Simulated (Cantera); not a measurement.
Cantera run:

```python
import numpy as np
import cantera as ct

gas_names = """
    CL CL2 H HCL H2 Si SiCL SiCL2 SiCL3 SiCL4 SiH SiHCL3 SiH2 SiH2CL2 SiH3 SiH3CL SiH4 Si2 Si3
""".split()
cond_names = """
    Si(cr) Si(L)
""".split()


# ... load() reads the species with a 1 bar reference pressure and builds the phases ...
atoms = {
    'Si': {'Si': 1},
    'HCl': {'H': 1, 'CL': 1},
    'H2': {'H': 2},
}
top_T = {}  # K; cautious upper limits of use, not melting points


# ... equilibrate(T, P, feed) seeds the gas with the atoms and calls Mixture.equilibrate('TP', solver="vcs", rtol=1e-11, max_steps=5000) ...
results = []
feed = {'Si': 1, 'HCl': 3, 'H2': 9.5}  # mol
T = 1048.15  # K
P = 100000  # Pa
mix = equilibrate(T, P, feed)
results.append((T, P, feed, dict(zip(mix.species_names, mix.species_moles))))
x = sorted(zip(gas.X, gas.species_names), reverse=True)
print(f"T = {T:g} K  P = {P:g} Pa  gas = {mix.phase_moles(0):.4g} mol")
print("   x: " + "  ".join(f"{s} {v:.3e}" for v, s in x if v > 1e-05))
print("   condensed (mol): " + ("  ".join(f"{mix.phase(i).name} {mix.phase_moles(i):.4g}"
      for i in range(1, mix.n_phases) if mix.phase_moles(i) > 1e-12) or "none"))
```

Output:

```
T = 1048.15 K  P = 100000 Pa  gas = 11.7 mol
   x: H2 9.176e-01  SiCL4 3.861e-02  SiHCL3 2.691e-02  HCL 1.348e-02  SiH2CL2 2.134e-03  SiCL3 8.820e-04  SiCL2 3.689e-04  SiH3CL 4.405e-05
   condensed (mol): Si(cr) 0.1931
```

Method: chemical equilibrium by Gibbs-energy minimisation in Cantera with the NASA 1993 tables (ideal gas, pure condensed phases). The tables' values for SiCl3 are old estimates; treat these amounts as uncertain.
